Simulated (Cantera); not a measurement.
An isothermal, constant-pressure homogeneous reactor starts with CH₄ : CO₂ = 1 : 0.59 (molar parts), at 1673 K and 27.0 bar. Integrator tolerance rtol = 1e-08.

Detailed kinetics in Cantera: GRI-Mech 3.0 (53 species, 325 reactions). GRI-Mech 3.0 stops at C3 and has no aromatics, soot or wall deposition, so with more carbon than oxygen in the feed, carbon stays in small species such as C2H2 where larger ones or solid carbon would form. The pressure lies above the range GRI-Mech 3.0 was tuned for (to about 10 atm).

**Question.** What does this change do: temperature 1673 to 1500 K?

**Answer.** 
```json
[
 {"quantity": "x(CH₄) at 30.0 s", "before": "0.117 (gas-phase equilibrium 0.117)", "after": "0.206 (gas-phase equilibrium 0.144)"},
 {"quantity": "x(CO₂) at 30.0 s", "before": "4.33e-5 (gas-phase equilibrium 4.47e-5)", "after": "0.0183 (gas-phase equilibrium 0.000278)"},
 {"quantity": "x(H) at 30.0 s", "before": "1.48e-5 (gas-phase equilibrium 1.48e-5)", "after": "1.97e-6 (gas-phase equilibrium 2.23e-6)"},
 {"quantity": "x(H₂) at 30.0 s", "before": "0.452 (gas-phase equilibrium 0.452)", "after": "0.333 (gas-phase equilibrium 0.428)"},
 {"quantity": "x(HCO) at 30.0 s", "before": "1.45e-7 (gas-phase equilibrium 1.45e-7)", "after": "3.38e-8 (gas-phase equilibrium 4.12e-8)"}
]
```
